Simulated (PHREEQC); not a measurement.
Solution (25 °C): 0.044 mol/kgw H2SO4, 4.4e-05 mol/kgw Al2(SO4)3 and 0.025 mol/kgw Fe2(SO4)3. Closed to the air; pH follows from the charge balance.

Equilibrium calculation in PHREEQC: ion-association model, phreeqc.dat.

Precipitation was switched off in this run.

Q: Predict the pH.

A: pH 1.46.

Q: In which forms is Al present?

A: AlSO4+ 69 %, Al(SO4)2- 19 %, Al+3 12 % of the Al.

The solution is supersaturated, for example in Hematite (slow to form), Goethite (slow to form), so a real one may precipitate; this is no full list.
